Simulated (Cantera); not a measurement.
A perfectly stirred reactor is fed with CH₄ : C₂H₆ : O₂ : N₂ = 1 : 0.41 : 5.13 : 19.3 (molar parts), equivalence ratio 0.67, at 340000 Pa; it is adiabatic with a 598 K inlet, and is followed from long to short residence time, starting on the burning branch (τ in s: 0.11, 0.055, 0.028, 0.014, 0.0073, 0.0037, 0.0019, 0.00095, 0.00048, 0.00025, 0.00013, 6.4e-05).

Model: GRI-Mech 3.0 (53 species, 325 reactions), integrated in Cantera.

Predict: blow-out, bracketed by the residence times tried; x(CH₄) at τ = 0.110 s; x(C₂H₆) at τ = 0.110 s; x(O₂) at τ = 0.110 s; x(C₂H₄) at τ = 0.110 s; x(CH₂O) at τ = 0.110 s; x(CH₄) at τ = 1.90 ms; x(C₂H₆) at τ = 1.90 ms; x(O₂) at τ = 1.90 ms; x(C₂H₄) at τ = 1.90 ms; x(CH₂O) at τ = 1.90 ms.


| Item | Value |
|---|---|
| blow-out, bracketed by the residence times tried | burning at 64.0 µs, the shortest tried |
| x(CH₄) at τ = 0.110 s | 1.35e-6 |
| x(C₂H₆) at τ = 0.110 s | 8.58e-8 |
| x(O₂) at τ = 0.110 s | 0.0646 |
| x(C₂H₄) at τ = 0.110 s | 2.73e-7 |
| x(CH₂O) at τ = 0.110 s | 2.33e-7 |
| x(CH₄) at τ = 1.90 ms | 2.95e-5 |
| x(C₂H₆) at τ = 1.90 ms | 2.71e-6 |
| x(O₂) at τ = 1.90 ms | 0.0655 |
| x(C₂H₄) at τ = 1.90 ms | 6.89e-6 |
| x(CH₂O) at τ = 1.90 ms | 5.83e-6 |
